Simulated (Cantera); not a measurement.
Charge: 1 mol Al, 5 mol HCl, 4.5 mol N₂, equilibrated at 200 °C and 2.20 mbar.

Method: chemical equilibrium by Gibbs-energy minimisation in Cantera with the NASA 1993 tables (ideal gas, pure condensed phases). Candidate condensed phases: Al, AlCl₃, AlN, NH₄Cl; 20 gas species. Kinetics and transport are ignored.

Base state: N₂ 0.528, HCl 0.235, H₂ 0.176, Al₂Cl₆ 0.0562, AlCl₃ 0.00501, NH₃ 7.38e-5 (mole fractions); condensed: gas only.

Question: What changes in the equilibrium state with this change: temperature from 200 °C to 775 °C?

Answer: 
```tsv
species	before	after
N₂	0.528	0.500
HCl	0.235	0.222
H₂	0.176	0.167
AlCl₃	0.00501	0.111
Al₂Cl₆	0.0562	1.44e-6
NH₃	7.38e-5	4.54e-8
```
